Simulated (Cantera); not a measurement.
Input: 1 mol Fe₂O₃, a varied amount of CH₄, 0.57 mol N₂, equilibrated at 952 °C and 1.00 bar.

Method: chemical equilibrium by Gibbs-energy minimisation in Cantera with the NASA 1993 tables (ideal gas, pure condensed phases). Candidate condensed phases: C, C₆H₆, C₇H₈, C₈H₁₈, Fe, Fe(CO)₅, FeO, Fe(OH)₂, Fe(OH)₃, Fe₂O₃, Fe₃O₄, H₂O; 140 gas species. Mutual solubility and eutectic melting of coexisting phases are not modelled. The tables' stoichiometric FeO is somewhat more stable than real wüstite, so its field is too wide. FeO: taken at fixed stoichiometry. The numbers say what is thermodynamically allowed, not how fast it happens.

### Question
Which condensed phases are stable at each of these points (n(CH₄) (mol)): 0.63, 0.74, 0.87, 1, 1.2, 1.4, 1.7, 2, 2.3, 2.7?

### Answer
| n(CH₄) (mol) | condensed phases | Fe condensed (%) |
|---|---|---|
| 0.63 | Fe(γ) + FeO(s) | 100.0 |
| 0.74 | Fe(γ) + FeO(s) | 100.0 |
| 0.87 | Fe(γ) + FeO(s) | 100.0 |
| 1 | Fe(γ) + FeO(s) | 100.0 |
| 1.2 | Fe(γ) + FeO(s) | 100.0 |
| 1.4 | Fe(γ) + FeO(s) | 100.0 |
| 1.7 | Fe(γ) + FeO(s) | 100.0 |
| 2 | Fe(γ) | 100.0 |
| 2.3 | Fe(γ) | 100.0 |
| 2.7 | Fe(γ) | 100.0 |

From 0.63 mol CH₄ to 1.7 mol CH₄ the condensed part is Fe(γ) + FeO(s). From 2 mol CH₄ to 2.7 mol CH₄ the condensed part is Fe(γ).
